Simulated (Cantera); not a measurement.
Thermodynamics of hydrogen reduction and annealing atmospheres, feed Fe2O3 + H2 + N2

A closed system holds: 1 mol Fe2O3, 1700 mol H2, 69 mol N2, held at 44.3 Torr.

Equilibrium computed with Cantera from the NASA thermochemical tables; the gas is ideal and each condensed phase is pure. Candidate condensed phases: Fe, FeO, Fe(OH)2, Fe(OH)3, Fe2O3, Fe3O4, H2O; 27 gas species. Equilibrium is a limit: real reactors are often held back by kinetics, nucleation or transport.

```
T (K)   x H2    x N2       x H    x H2O      x Fe     x NH3      x OH     x FeO  n Fe(α)  n Fe(γ)  n Fe(δ)
-----  -----  ------  --------  -------  --------  --------  --------  --------  -------  -------  -------
700    0.959  0.0390    <1e-12  0.00170    <1e-12  0.000103    <1e-12    <1e-12     2.00        0        0
900    0.959  0.0390  4.71e-10  0.00170    <1e-12   1.33e-5    <1e-12    <1e-12     2.00        0        0
1100   0.959  0.0390   1.04e-7  0.00170  2.14e-11   3.48e-6    <1e-12    <1e-12     2.00        0        0
1300   0.959  0.0390   4.46e-6  0.00170   1.85e-8   1.36e-6  1.03e-10    <1e-12        0     2.00        0
1500   0.959  0.0390   7.10e-5  0.00170   2.54e-6   6.78e-7   3.58e-9  1.79e-11        0     2.00        0
1700   0.959  0.0390  0.000594  0.00170  0.000107   3.98e-7   5.43e-8   1.61e-9        0        0     1.81
1900   0.955  0.0389   0.00319  0.00169   0.00113   2.60e-7   4.64e-7   3.09e-8        0        0        0
2100   0.946  0.0387    0.0125  0.00168   0.00112   1.83e-7   2.64e-6   5.00e-8        0        0        0
```
x: gas mole fraction; n: condensed amount in mol.

From 700 K to 1100 K the condensed part is Fe(α). From 1300 K to 1500 K the condensed part is Fe(γ). At 1700 K the condensed part is Fe(δ). From 1900 K to 2100 K nothing is condensed.
